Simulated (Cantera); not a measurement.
Input: 1 mol SiH2Cl2, a varied amount of H2, 0.22 mol CH4, held at 1875 K and 2.50 mbar.

These are equilibrium values from Cantera (NASA tables, ideal gas, pure condensed phases), not measurements of a reactor. Candidate condensed phases: C, C6H6, C7H8, C8H18, Si, SiC; 109 gas species. Mutual solubility and eutectic melting of coexisting phases are not modelled. Gases not in the tables: Si2H6 and higher silanes. The numbers say what is thermodynamically allowed, not how fast it happens.

Problem. Which condensed phases are stable at each of these points (n(H2) (mol)): 13, 20, 30, 45, 69, 100, 160, 240, 370, 560?

Solution. 
| n(H2) (mol) | condensed phases | Si condensed (%) |
|---|---|---|
| 13 | Si(l) + SiC(s) | 58.3 |
| 20 | Si(l) + SiC(s) | 61.9 |
| 30 | Si(l) + SiC(s) | 63.6 |
| 45 | Si(l) + SiC(s) | 62.5 |
| 69 | Si(l) + SiC(s) | 57.1 |
| 100 | Si(l) + SiC(s) | 47.6 |
| 160 | Si(l) + SiC(s) | 26.1 |
| 240 | SiC(s) | 20.9 |
| 370 | SiC(s) | 20.8 |
| 560 | SiC(s) | 20.5 |

From 13 mol H2 to 160 mol H2 the condensed part is Si(l) + SiC(s). From 240 mol H2 to 560 mol H2 the condensed part is SiC(s).
